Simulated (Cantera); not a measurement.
**Premixed flame**

A freely propagating, adiabatic, planar premixed flame of H2 : O2 : N2 = 1 : 0.575 : 2.16 (molar parts), unburnt at 350 K and 248 Torr; mixture-averaged transport, grid criteria slope 0.08 and curve 0.16, no radiation.

Detailed kinetics in Cantera: the H2/O2 subset of GRI-Mech 3.0, which has no nitrogen chemistry. Burning velocities carry a grid error of a few per cent, more on coarse grids.

| z (mm) | T (K) | u (m/s) | x H2 | x O2 | x H2O2 | x H | x OH | x H2O |
|---|---|---|---|---|---|---|---|---|
| -4.72 | 350 | 2.44 | 0.268 | 0.154 | <1e-8 | <1e-8 | <1e-8 | <1e-8 |
| -3.15 | 350 | 2.44 | 0.268 | 0.154 | <1e-8 | <1e-8 | <1e-8 | <1e-8 |
| -2.36 | 350 | 2.44 | 0.268 | 0.154 | <1e-8 | <1e-8 | <1e-8 | <1e-8 |
| -1.57 | 350 | 2.44 | 0.268 | 0.154 | <1e-8 | <1e-8 | <1e-8 | 2.87e-8 |
| -0.786 | 357 | 2.48 | 0.263 | 0.155 | 3.28e-6 | 2.06e-6 | 4.23e-6 | 0.000141 |
| -0.393 | 602 | 4.05 | 0.226 | 0.151 | 5.21e-5 | 0.00337 | 0.000882 | 0.0184 |
| 0 | 1064 | 6.92 | 0.130 | 0.116 | 2.78e-6 | 0.0290 | 0.00218 | 0.101 |
| 0.393 | 1368 | 8.81 | 0.0505 | 0.0614 | 2.21e-6 | 0.0482 | 0.00704 | 0.196 |
| 0.786 | 1515 | 9.69 | 0.0335 | 0.0453 | 1.48e-6 | 0.0453 | 0.0100 | 0.223 |
| 1.57 | 1665 | 10.6 | 0.0308 | 0.0400 | 7.78e-7 | 0.0347 | 0.0125 | 0.235 |
| 3.15 | 1819 | 11.4 | 0.0282 | 0.0362 | 3.89e-7 | 0.0237 | 0.0143 | 0.246 |
| 6.29 | 1964 | 12.2 | 0.0235 | 0.0325 | 2.15e-7 | 0.0144 | 0.0149 | 0.259 |
| 12.6 | 2088 | 12.9 | 0.0176 | 0.0293 | 1.38e-7 | 0.00773 | 0.0139 | 0.272 |
x: mole fraction of selected species; z is measured from the peak of heat release.

* **laminar burning velocity**: 244 cm/s
* **thermal thickness**: 1.57 mm
* **peak x(H2O2)**: 5.64e-5
* **peak x(H)**: 0.0486
* **peak x(OH)**: 0.0149
* **grid points**: 121
